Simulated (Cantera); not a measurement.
Cantera run, input and output.

```python
import numpy as np
import cantera as ct

gas = ct.Solution("gri30.yaml", transport_model="mixture-averaged")
show = ['O', 'NO', 'H']

rows = []
print(f"{'T/K':>7s}{'rho':>11s}{'cp':>10s}{'mu':>11s}{'lambda':>11s}{'Pr':>7s}" + "".join(f"{'D_' + s:>11s}" for s in show))
for T in [400, 650, 900, 1150, 1400, 1650, 1900]:
    gas.TPX = T, 55000, {'H2O': 0.47}
    Pr = gas.cp_mass * gas.viscosity / gas.thermal_conductivity
    D = [gas.mix_diff_coeffs_mole[gas.species_index(s)] for s in show]
    rows.append([gas.density, gas.cp_mass, gas.viscosity, gas.thermal_conductivity, Pr, *D])
    print(f"{T:7g}{gas.density:11.4e}{gas.cp_mass:10.1f}{gas.viscosity:11.4e}"
          f"{gas.thermal_conductivity:11.4e}{Pr:7.3f}" + "".join(f"{d:11.4e}" for d in D))
print("SI units: kg/m3, J/kg/K, Pa s, W/m/K, m2/s")
```

It prints:

```
    T/K        rho        cp         mu     lambda     Pr        D_O       D_NO        D_H
    400 2.9792e-01    1902.2 1.3967e-05 3.6994e-02  0.718 1.1924e-04 7.2017e-05 4.1832e-04
    650 1.8334e-01    2048.7 2.3372e-05 6.6791e-02  0.717 2.8708e-04 1.7690e-04 1.0374e-03
    900 1.3241e-01    2219.6 3.2640e-05 1.0179e-01  0.712 5.0651e-04 3.1525e-04 1.8583e-03
   1150 1.0363e-01    2401.0 4.1530e-05 1.3984e-01  0.713 7.7061e-04 4.8231e-04 2.8514e-03
   1400 8.5121e-02    2565.4 4.9979e-05 1.7919e-01  0.716 1.0751e-03 6.7513e-04 3.9986e-03
   1650 7.2224e-02    2708.2 5.7982e-05 2.1868e-01  0.718 1.4171e-03 8.9174e-04 5.2876e-03
   1900 6.2720e-02    2829.8 6.5556e-05 2.5760e-01  0.720 1.7944e-03 1.1307e-03 6.7102e-03
SI units: kg/m3, J/kg/K, Pa s, W/m/K, m2/s
```

Cantera simulation using GRI-Mech 3.0 (53 species, 325 reactions); the numbers are that mechanism's predictions, not measurements. Polar gases are described roughly by these parameters.
